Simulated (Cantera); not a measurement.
# Reactions in the system F-N-O

Standard-state values (1 bar) from the NASA 1993 polynomials, evaluated with Cantera. Values are per mole of reaction as written; species without (g) are pure solids or liquids, kept so even where they would boil at 1 bar.

3 F(g) + NO(g) → O(g) + NF3(g)

| T (K) | ΔH° (kJ) | ΔS° (J/K) | ΔG° (kJ) | log10 K |
|---|---|---|---|---|
| 648 | -215.5 | -274.0 | -37.9 | 3.06 |
| 798 | -215.5 | -274.0 | 3.2 | -0.21 |
| 948 | -215.2 | -273.7 | 44.2 | -2.44 |
| 1098 | -214.7 | -273.1 | 85.3 | -4.06 |
| 1248 | -214.0 | -272.6 | 126.2 | -5.28 |
| 1398 | -213.2 | -272.0 | 167.0 | -6.24 |
| 1548 | -212.3 | -271.4 | 207.8 | -7.01 |
| 1698 | -211.4 | -270.8 | 248.5 | -7.64 |
| 1848 | -210.3 | -270.2 | 289.0 | -8.17 |
| 1998 | -209.2 | -269.7 | 329.5 | -8.61 |

N2(g) → 2 N(g)

```
T (K)  ΔH° (kJ)  ΔS° (J/K)  ΔG° (kJ)  log10 K
-----  --------  ---------  --------  -------
648       949.5      124.4     869.0   -70.04
798       951.2      126.6     850.1   -55.65
948       952.6      128.3     831.0   -45.79
1098      953.9      129.5     811.7   -38.61
1248      955.1      130.6     792.2   -33.16
1398      956.3      131.4     772.5   -28.86
1548      957.3      132.1     752.7   -25.40
1698      958.3      132.7     732.9   -22.54
1848      959.2      133.2     712.9   -20.15
1998      960.0      133.7     692.9   -18.11
```

3 O(g) → O3(g)

```json
[
 {"T (K)": "648", "ΔH° (kJ)": "-612.0", "ΔS° (J/K)": "-258.8", "ΔG° (kJ)": "-444.3", "log10 K": "35.81"},
 {"T (K)": "798", "ΔH° (kJ)": "-613.5", "ΔS° (J/K)": "-260.9", "ΔG° (kJ)": "-405.3", "log10 K": "26.53"},
 {"T (K)": "948", "ΔH° (kJ)": "-614.8", "ΔS° (J/K)": "-262.4", "ΔG° (kJ)": "-366.0", "log10 K": "20.17"},
 {"T (K)": "1098", "ΔH° (kJ)": "-615.8", "ΔS° (J/K)": "-263.4", "ΔG° (kJ)": "-326.6", "log10 K": "15.54"},
 {"T (K)": "1248", "ΔH° (kJ)": "-616.8", "ΔS° (J/K)": "-264.3", "ΔG° (kJ)": "-287.0", "log10 K": "12.01"},
 {"T (K)": "1398", "ΔH° (kJ)": "-617.7", "ΔS° (J/K)": "-265.0", "ΔG° (kJ)": "-247.3", "log10 K": "9.24"},
 {"T (K)": "1548", "ΔH° (kJ)": "-618.4", "ΔS° (J/K)": "-265.4", "ΔG° (kJ)": "-207.5", "log10 K": "7.00"},
 {"T (K)": "1698", "ΔH° (kJ)": "-618.6", "ΔS° (J/K)": "-265.6", "ΔG° (kJ)": "-167.7", "log10 K": "5.16"},
 {"T (K)": "1848", "ΔH° (kJ)": "-618.5", "ΔS° (J/K)": "-265.5", "ΔG° (kJ)": "-127.9", "log10 K": "3.61"},
 {"T (K)": "1998", "ΔH° (kJ)": "-617.8", "ΔS° (J/K)": "-265.1", "ΔG° (kJ)": "-88.1", "log10 K": "2.30"}
]
```
